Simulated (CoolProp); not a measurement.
Saturation properties of n-perfluorohexane.

Model: reference Helmholtz-energy equation of state, Gao 2022, in CoolProp.

| T (°C) | p (MPa) | liquid density (kg/m³) | vapour density (kg/m³) |
|---|---|---|---|
| -30.45 | 0.001244 | 1831 | 0.2089 |
| -24.65 | 0.001887 | 1815 | 0.3096 |
| -18.75 | 0.002811 | 1799 | 0.4510 |
| -12.95 | 0.004068 | 1783 | 0.6391 |
| -7.15 | 0.005769 | 1767 | 0.8881 |
| -1.25 | 0.008073 | 1751 | 1.218 |
| 4.55 | 0.01104 | 1734 | 1.635 |
| 10.45 | 0.01492 | 1718 | 2.171 |
| 16.25 | 0.01976 | 1701 | 2.827 |
| 22.05 | 0.02581 | 1684 | 3.636 |
| 27.95 | 0.03341 | 1667 | 4.638 |
| 33.75 | 0.04255 | 1650 | 5.828 |
| 39.55 | 0.05358 | 1633 | 7.249 |

It boils at 57.1 °C under 1 atm.
